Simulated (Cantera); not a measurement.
# Low-pressure radical oxidation in H2/O2

An isothermal, constant-pressure homogeneous reactor starts with H₂ : O₂ = 0.02 : 1 (molar parts), at 1223 K and 25.5 Torr.

Cantera simulation using the H2/O2 subset of GRI-Mech 3.0, which has no nitrogen chemistry; the numbers are that mechanism's predictions, not measurements. Radical loss at walls, strong at low pressure, is not modelled.

| t (s) | x H₂ | x O₂ | x H | x OH | x H₂O |
|---|---|---|---|---|---|
| 6.00e-6 | 0.0196 | 0.980 | 3.44e-10 | 7.13e-11 | 2.35e-12 |
| 4.80e-5 | 0.0196 | 0.980 | 1.42e-9 | 2.27e-9 | 6.81e-10 |
| 0.000383 | 0.0196 | 0.980 | 4.39e-8 | 1.51e-7 | 2.32e-7 |
| 0.00306 | 0.000191 | 0.965 | 0.00135 | 0.00164 | 0.0179 |
| 0.0245 | 5.32e-5 | 0.975 | 0.000262 | 0.000921 | 0.0191 |
| 0.196 | 2.74e-6 | 0.980 | 3.09e-6 | 0.000212 | 0.0197 |
| 1.57 | 8.95e-8 | 0.980 | 1.90e-8 | 3.90e-5 | 0.0198 |
| 12.5 | 6.06e-9 | 0.980 | 3.45e-10 | 1.03e-5 | 0.0198 |
| 100 | 2.22e-9 | 0.980 | 7.75e-11 | 6.22e-6 | 0.0198 |
x: mole fraction; the columns are a selection and need not sum to one.

Equilibrium at this temperature and pressure: H₂ 2.22e-9, O₂ 0.980, H 7.73e-11, OH 6.22e-6, H₂O 0.0198 (gas phase only).
